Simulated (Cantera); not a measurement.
A Cantera script and its output.

```python
import numpy as np
import cantera as ct

gas = ct.Solution("gri30.yaml")
gas.TPX = 400, 140000, {'CH4': 0.75, 'C2H6': 0.097, 'O2': 3.16, 'N2': 8.85}
flame = ct.FreeFlame(gas, width=0.032)
flame.set_refine_criteria(ratio=3, slope=0.08, curve=0.16)
flame.transport_model = "mixture-averaged"
flame.solve(loglevel=0, auto=True)
z, T = flame.grid, flame.T
thick = (T[-1] - T[0]) / np.gradient(T, z).max()
show = ['CH4', 'C2H6', 'O2', 'H2O', 'CH2', 'NO']
print(f"laminar burning velocity  {flame.velocity[0] * 100:.3f} cm/s")
print(f"burnt temperature         {T[-1]:.1f} K")
print(f"thermal thickness         {thick * 1e3:.4f} mm")
print(f"grid points               {len(z)}")
z0 = z[flame.heat_release_rate.argmax()]
print(f"{'z/mm':>9s}{'T/K':>9s}{'u/(m/s)':>9s}" + "".join(f"{s:>11s}" for s in show))
rows = []
for k in (-3, -2, -1.5, -1, -0.5, -0.25, 0, 0.25, 0.5, 1, 2, 4, 8):
    zz = z0 + k * thick
    rows.append([k * thick, np.interp(zz, z, T), np.interp(zz, z, flame.velocity),
                 *(np.interp(zz, z, flame.X[gas.species_index(s)]) for s in show)])
    print(f"{rows[-1][0] * 1e3:9.3f}{rows[-1][1]:9.1f}{rows[-1][2]:9.3f}" + "".join(f"{x:11.3e}" for x in rows[-1][3:]))
```

It prints:

```
laminar burning velocity  39.630 cm/s
burnt temperature         1965.9 K
thermal thickness         0.3529 mm
grid points               142
     z/mm      T/K  u/(m/s)        CH4       C2H6         O2        H2O        CH2         NO
   -1.059    400.4    0.397  5.829e-02  7.542e-03  2.457e-01  7.320e-05  5.640e-22  2.984e-11
   -0.706    403.2    0.400  5.811e-02  7.535e-03  2.454e-01  5.243e-04  2.106e-19  2.656e-10
   -0.529    415.4    0.412  5.746e-02  7.509e-03  2.444e-01  2.292e-03  3.770e-17  1.541e-09
   -0.353    492.1    0.490  5.385e-02  7.261e-03  2.384e-01  1.205e-02  7.777e-14  1.582e-08
   -0.176    868.2    0.873  3.708e-02  4.959e-03  2.059e-01  5.213e-02  1.098e-08  3.076e-07
   -0.088   1229.7    1.244  2.049e-02  2.047e-03  1.710e-01  8.664e-02  1.026e-06  8.426e-07
    0.000   1572.8    1.596  4.773e-03  1.152e-04  1.333e-01  1.177e-01  9.830e-06  1.586e-06
    0.088   1719.3    1.739  3.037e-04  2.402e-07  1.141e-01  1.287e-01  2.017e-06  2.504e-06
    0.176   1780.1    1.793  1.107e-05  1.916e-10  1.080e-01  1.306e-01  9.794e-08  3.357e-06
    0.353   1851.2    1.855  1.836e-08  6.282e-16  1.041e-01  1.324e-01  2.126e-10  4.699e-06
    0.706   1913.0    1.910  5.025e-13  6.007e-23  1.023e-01  1.351e-01  9.900e-15  6.379e-06
    1.412   1948.6    1.942  4.166e-17 -1.676e-28  1.020e-01  1.372e-01  1.383e-16  7.942e-06
    2.823   1962.5    1.954  1.098e-17 -4.955e-29  1.021e-01  1.382e-01  1.323e-17  9.163e-06
```

Detailed kinetics in Cantera: GRI-Mech 3.0 (53 species, 325 reactions). Burning velocities carry a grid error of a few per cent, more on coarse grids.
